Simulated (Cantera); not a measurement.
# AlCl₃ + N₂ + H₂ (aluminium nitride and oxide growth)

A closed system holds: 1 mol AlCl₃, 0.67 mol N₂, 150 mol H₂.

These are equilibrium values from Cantera (NASA tables, ideal gas, pure condensed phases), not measurements of a reactor. Candidate condensed phases: Al, AlCl₃, AlN, NH₄Cl; 20 gas species. The tables' values for AlCl₂ are old estimates. Rates play no part.

Task: Map the stable condensed phases over T = 900, 950, 1000, 1050, 1100, 1150, 1200, 1250, 1300, 1350, 1400, 1450, 1500, 1550 K and P in Pa = 10, 37, 140, 520, 1900, 7200, 27000, 100000.

Result: 
```
T in K \ P in Pa
             10     37    140    520   1900   7200  27000 100000
   1550       A      A      A      A      A      B      B      B
   1500       A      A      A      A      A      B      B      B
   1450       A      A      A      A      B      B      B      B
   1400       A      A      A      B      B      B      B      B
   1350       A      A      B      B      B      B      B      B
   1300       A      B      B      B      B      B      B      B
   1250       B      B      B      B      B      B      B      B
   1200       B      B      B      B      B      B      B      B
   1150       B      B      B      B      B      B      B      B
   1100       B      B      B      B      B      B      B      B
   1050       B      B      B      B      B      B      B      B
   1000       B      B      B      B      B      B      B      B
    950       B      B      B      B      B      B      B      B
    900       B      B      B      B      B      B      B      B
```
A: gas only; B: AlN.
